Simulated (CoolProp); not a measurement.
Saturation properties of C3F8 (R218).

Model: reference Helmholtz-energy equation of state, Lemmon 2006, in CoolProp. It is a short technical equation, of lower accuracy than the large ones.

```csv
T (K),p (MPa),enthalpy of vaporisation (kJ/kg),liquid cp (kJ/(kg K)),vapour Z,surface tension (mN/m)
242.4,0.1321,102.9,0.9889,0.9363,9.80
251,0.1879,99.53,1.010,0.9192,8.80
259.6,0.2601,95.97,1.032,0.8994,7.83
268.1,0.3506,92.19,1.057,0.8768,6.88
276.7,0.4644,88.07,1.084,0.8506,5.95
285.3,0.6038,83.59,1.116,0.8206,5.05
293.8,0.7702,78.72,1.153,0.7867,4.19
302.4,0.9711,73.20,1.200,0.7473,3.34
311,1.209,66.91,1.264,0.7014,2.54
319.6,1.489,59.51,1.360,0.6469,1.78
328.1,1.813,50.43,1.538,0.5803,1.08
```

It boils at 236.4 K under 1 atm.

Surface tension comes from a separate correlation (Mulero 2012).
